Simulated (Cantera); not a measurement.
Cantera with NASA thermochemical tables; ideal gases at 1 bar, condensed phases pure. Values are per mole of reaction as written; species without (g) are pure solids or liquids, kept so even where they would boil at 1 bar.

Ti4O7 + 4 TiCl4 + NO2(g) → NO(g) + 8 TiOCl2(g), with ΔH° = 2313.5 kJ and ΔS° = 1328.9 J/K at 300 K.

Task: How far is the shortcut ΔG° ≈ ΔH°(300 K) − T·ΔS°(300 K) from the full temperature-dependent value at 350, 375, 400, 425, 450, 475 K?

Result: 
| T (K) | shortcut (kJ) | full (kJ) | difference (kJ) | difference in log10 K |
|---|---|---|---|---|
| 350 | 1848.4 | 1849.3 | -0.9 | 0.13 |
| 375 | 1815.2 | 1817.1 | -1.9 | 0.27 |
| 400 | 1781.9 | 1785.3 | -3.4 | 0.44 |
| 425 | 1748.7 | 1753.9 | -5.2 | 0.63 |
| 450 | 1715.5 | 1722.8 | -7.3 | 0.85 |
| 475 | 1682.3 | 1692.0 | -9.8 | 1.07 |
The shortcut ignores the heat-capacity change of the reaction.
